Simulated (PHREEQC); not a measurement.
PHREEQC input (Pitzer model, pitzer.dat):

```
SOLUTION 1
  temp 20
  units mol/kgw
  pH 7 charge
  Cl 0.5
  Ca 0.2
  Sr 0.05
END
USE solution 1
INCREMENTAL_REACTIONS false
REACTION 1
  H2O -1
  0 9.886 18.011 24.689 30.178 34.689 38.397 41.444
  43.949 46.007 47.699 49.089 50.232 51.172 51.944 52.578
  53.1 moles
EQUILIBRIUM_PHASES 1
  Portlandite 0 0
SELECTED_OUTPUT 1
  -reset false
  -pH true
  -pe true
  -ionic_strength true
  -water true
  -activities H2O
  -totals Ca Cl Sr
  -molalities H+ Ca+2 Sr+2 Cl- OH-
  -equilibrium_phases Portlandite
PRINT
  -reset false
END
```

Selected output (columns that matter, 17 of 17 rows; water left (kg) added in front):

```
water left (kg)	pH	mu	Ca	Cl	Sr	m_H+	m_Ca+2	m_Sr+2	m_Cl-	m_OH-	la_H2O
1	6.8908	0.75	0.2	0.5	0.05	1.5748e-07	0.2	0.05	0.5	1.5748e-07	-0.0050912
0.821894	6.8603	0.91253	0.24334	0.60835	0.060835	1.6384e-07	0.24334	0.060835	0.60835	1.6384e-07	-0.0062534
0.675514	6.8249	1.1103	0.29607	0.74018	0.074018	1.7058e-07	0.29607	0.074018	0.74018	1.7058e-07	-0.007708
0.555203	6.7837	1.3509	0.36023	0.90057	0.090057	1.7765e-07	0.36023	0.090057	0.90057	1.7765e-07	-0.0095436
0.456313	6.7355	1.6436	0.4383	1.0957	0.10957	1.8498e-07	0.4383	0.10957	1.0957	1.8498e-07	-0.011883
0.375043	6.6788	1.9998	0.53327	1.3332	0.13332	1.9246e-07	0.53327	0.13332	1.3332	1.9246e-07	-0.014899
0.30824	6.6118	2.4332	0.64885	1.6221	0.16221	1.9995e-07	0.64885	0.16221	1.6221	1.9995e-07	-0.018843
0.253345	6.5321	2.9604	0.78944	1.9736	0.19736	2.0726e-07	0.78944	0.19736	1.9736	2.0726e-07	-0.024073
0.208215	6.4367	3.6021	0.96055	2.4014	0.24014	2.1423e-07	0.96055	0.24014	2.4014	2.1423e-07	-0.03112
0.171138	6.3218	4.3824	1.1686	2.9216	0.29216	2.2067e-07	1.1686	0.29216	2.9216	2.2067e-07	-0.04075
0.140655	6.1829	5.3322	1.4219	3.5548	0.35548	2.265e-07	1.4219	0.35548	3.5548	2.265e-07	-0.054104
0.115613	6.0144	6.4872	1.7299	4.3248	0.43248	2.3178e-07	1.7299	0.43248	4.3248	2.3178e-07	-0.07283
0.0950203	5.809	7.893	2.1048	5.262	0.5262	2.3683e-07	2.1048	0.5262	5.262	2.3683e-07	-0.099384
0.0780853	5.5581	9.6049	2.5613	6.4033	0.64033	2.4243e-07	2.5613	0.64033	6.4033	2.4243e-07	-0.13737
0.0641769	5.2513	11.686	3.1164	7.791	0.7791	2.5009e-07	3.1164	0.7791	7.791	2.5009e-07	-0.19198
0.0527548	4.8756	14.217	3.7911	9.4778	0.94778	2.6262e-07	3.7911	0.94778	9.4778	2.6262e-07	-0.27087
0.0433504	4.4137	17.301	4.6136	11.534	1.1534	2.8535e-07	4.6136	1.1534	11.534	2.8535e-07	-0.38564
```

Species that the database lacks are ignored.
